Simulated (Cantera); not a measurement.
A Cantera script and what it prints.

```python
import numpy as np
import cantera as ct

gas_names = """
    H2S N2 NH3
""".split()
cond_names = """
    Ni(cr) Ni(L) NiS2(s) NiS2(L)
""".split()


def load(file, names, dense=False):
    # The tables refer to 1 bar. Condensed volumes are neglected.
    table = {s.name: s for s in ct.Species.list_from_file(file)}
    out = []
    for n in names:
        d = dict(table[n].input_data)
        d["thermo"] = dict(d["thermo"], **{"reference-pressure": 1e5})
        if dense:
            d["equation-of-state"] = {"model": "constant-volume", "density": "1e6 g/cm^3"}
        out.append(ct.Species.from_dict(d))
    return out


species = {s.name: s for s in load("nasa_gas.yaml", gas_names) + load("nasa_condensed.yaml", cond_names)}
# Each term lists the table entries of one substance; the one whose range holds T is used.
reactions = {
    '6 H2S(g) + 3 Ni + 2 N2(g) = 4 NH3(g) + 3 NiS2':
        [(-6, ['H2S']), (-3, ['Ni(cr)', 'Ni(L)']), (-2, ['N2']), (4, ['NH3']), (3, ['NiS2(s)', 'NiS2(L)'])],
}


def pick(names, T):
    return next(species[n] for n in names if species[n].thermo.min_temp <= T <= species[n].thermo.max_temp)


results = []
for label, terms in reactions.items():
    print(label)
    print("     T/K   dH/kJ  dS/(J/K)   dG/kJ   log10 K")
    for T in [300, 473, 623, 773, 923, 1073, 1223, 1373, 1523, 1673]:
        used = [(nu, pick(names, T)) for nu, names in terms]
        dH = sum(nu * s.thermo.h(T) for nu, s in used) / 1e6
        dS = sum(nu * s.thermo.s(T) for nu, s in used) / 1e3
        dG = dH - T * dS / 1e3
        logK = -dG * 1e6 / (ct.gas_constant * T * np.log(10))
        results.append((label, T, dH, dS, dG, logK, [s.name for _, s in used]))
        print(f"{T:8g} {dH:8.1f} {dS:8.1f} {dG:8.1f} {logK:8.2f}")
```

Result:

```
6 H2S(g) + 3 Ni + 2 N2(g) = 4 NH3(g) + 3 NiS2
     T/K   dH/kJ  dS/(J/K)   dG/kJ   log10 K
     300   -454.9   -720.4   -238.7    41.57
     473   -452.4   -713.9   -114.7    12.67
     623   -450.1   -709.6     -8.0     0.67
     773   -446.0   -703.9     98.1    -6.63
     923   -440.3   -697.2    203.2   -11.50
    1073   -433.6   -690.5    307.3   -14.96
    1223   -426.1   -683.9    410.3   -17.53
    1373   -220.4   -523.3    498.1   -18.95
    1523   -212.8   -518.1    576.2   -19.76
    1673   -205.8   -513.6    653.6   -20.41
```

Cantera with NASA thermochemical tables; ideal gases at 1 bar, condensed phases pure. Condensed species are held in their standard states even where they would react or evaporate.
